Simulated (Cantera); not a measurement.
Input: 1 mol C3H8, 1.2 mol H2, equilibrated at 0.203 Torr.

Cantera equilibrium calculation (NASA polynomials, part measured and part estimated; ideal gas, pure solids and liquids). Candidate condensed phases: C, C6H6, C7H8, C8H18; 76 gas species. Rates play no part.

Problem. What share of the C ends up in condensed phases as a function of T (K), at 1975, 2050, 2125, 2200, 2275, 2350, 2425, 2500, 2575, 2650, 2725, 2800, 2875, 2950?

Solution. 
| T (K) | C condensed (%) | as |
|---|---|---|
| 1975 | 99.8 | C(graphite) |
| 2050 | 99.7 | C(graphite) |
| 2125 | 99.5 | C(graphite) |
| 2200 | 99.2 | C(graphite) |
| 2275 | 99.0 | C(graphite) |
| 2350 | 98.6 | C(graphite) |
| 2425 | 97.9 | C(graphite) |
| 2500 | 96.4 | C(graphite) |
| 2575 | 91.9 | C(graphite) |
| 2650 | 79.1 | C(graphite) |
| 2725 | 42.5 | C(graphite) |
| 2800 | 0.0 | - |
| 2875 | 0.0 | - |
| 2950 | 0.0 | - |
